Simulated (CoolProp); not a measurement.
Values from CoolProp's reference Helmholtz-energy equation of state, Span 1996.

Task: Give the vapour pressure (MPa), liquid density (kg/m³), liquid viscosity (µPa s) of saturated carbon dioxide at -23.35, -5.85 °C.

Result: 
```tsv
T (°C)	p (MPa)	liquid density (kg/m³)	liquid viscosity (µPa s)
-23.35	1.77	1050	147
-5.85	2.98	961	111
```

Viscosity comes from a separate model (Laesecke 2017).
